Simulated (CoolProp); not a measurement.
Vapour-liquid equilibrium of trans-2-butene (1) + methanol (2) at 382.3 K; x and y are mole fractions of (1).

Computed with CoolProp (multi-fluid Helmholtz-energy mixture model, Lemmon 2005 and de Reuck 1993; pair parameters Bell 2016).

```csv
x,bubble pressure (MPa),y at the bubble point,dew pressure at overall composition x (MPa),liquid density (mol/L)
0.05,0.8238,0.427,0.4941,___
0.15,1.329,0.646,0.5539,18.38
0.25,1.594,0.709,0.6288,16.44
0.35,1.707,___,0.7263,14.74
0.45,1.753,0.743,0.8586,13.27
0.55,1.784,0.753,1.049,11.99
0.65,1.818,0.769,1.342,10.89
0.75,1.855,0.799,1.776,9.979
0.85,1.875,0.851,1.875,9.242
0.95,1.846,___,1.838,8.668
```

**Question.** Fill in the missing entries.

**Answer.** 
- 0.05, liquid density (mol/L): 20.61
- 0.35, y at the bubble point: 0.732
- 0.95, y at the bubble point: 0.937

y crosses x between x = 0.85 and 0.95: the model has an azeotrope there.

Pair parameters are fitted to limited data, so mixtures are less certain than the pure fluids. With so large a gap from Raoult's law the liquid may split in two, which this calculation doesn't test in full.
